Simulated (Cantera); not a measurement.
Feed: 1 mol CH3SiCl3, a varied amount of H2, at 1525 K and 0.00310 bar.

These are equilibrium values from Cantera (NASA tables, ideal gas, pure condensed phases), not measurements of a reactor. Candidate condensed phases: C, C6H6, C7H8, C8H18, Si, SiC; 109 gas species. The feed counts by its element totals alone. The tables' values for SiCl3 are old estimates; treat these amounts as uncertain. Equilibrium is a limit: real reactors are often held back by kinetics, nucleation or transport.

log p: log10 of the partial pressure in bar; n: condensed amount in mol.

| n(H2) (mol) | log p H2 | log p HCl | log p SiCl2 | log p SiCl3 | log p SiCl4 | log p H | n C(graphite) | n SiC(s) |
|---|---|---|---|---|---|---|---|---|
| 1.9 | -2.89 | -2.76 | -4.20 | -5.19 | -5.70 | -6.07 | [?] | 0.888 |
| 2.5 | -2.83 | -2.80 | -4.35 | -5.40 | -5.98 | -6.04 | [?] | 0.911 |
| 3.4 | -2.77 | -2.86 | -4.52 | -5.67 | -6.34 | -6.01 | [?] | 0.933 |
| 4.5 | -2.73 | -2.92 | -4.70 | -5.93 | -6.69 | -5.99 | [?] | 0.948 |
| 6.1 | -2.68 | -3.00 | -4.91 | -6.24 | -7.10 | -5.97 | [?] | 0.962 |
| 8.1 | -2.64 | -3.09 | -5.11 | -6.54 | -7.51 | -5.95 | [?] | 0.971 |
| 11 | -2.61 | -3.18 | -5.34 | -6.89 | -7.96 | -5.93 | [?] | 0.979 |
| 15 | -2.59 | -3.29 | -5.58 | -7.25 | -8.44 | -5.92 | [?] | 0.984 |
| 20 | -2.57 | -3.40 | -5.81 | -7.59 | -8.90 | -5.91 | [?] | 0.988 |
| 26 | -2.56 | -3.50 | -6.02 | -7.91 | -9.33 | -5.90 | [?] | 0.991 |
| 35 | -2.54 | -3.61 | -6.26 | -8.28 | -9.82 | -5.90 | [?] | 0.993 |
| 47 | -2.54 | -3.73 | -6.51 | -8.65 | -10.31 | -5.89 | [?] | 0.995 |
| 63 | -2.53 | -3.85 | -6.76 | -9.02 | -10.80 | -5.89 | [?] | 0.996 |

Question: Complete the blanks.

Answer: 
- 1.9, n C(graphite): 0.112
- 2.5, n C(graphite): 0.0889
- 3.4, n C(graphite): 0.0672
- 4.5, n C(graphite): 0.0515
- 6.1, n C(graphite): 0.0383
- 8.1, n C(graphite): 0.0288
- 11, n C(graphite): 0.0211
- 15, n C(graphite): 0.0153
- 20, n C(graphite): 0.0112
- 26, n C(graphite): 0.00831
- 35, n C(graphite): 0.00569
- 47, n C(graphite): 0.00359
- 63, n C(graphite): 0.00181
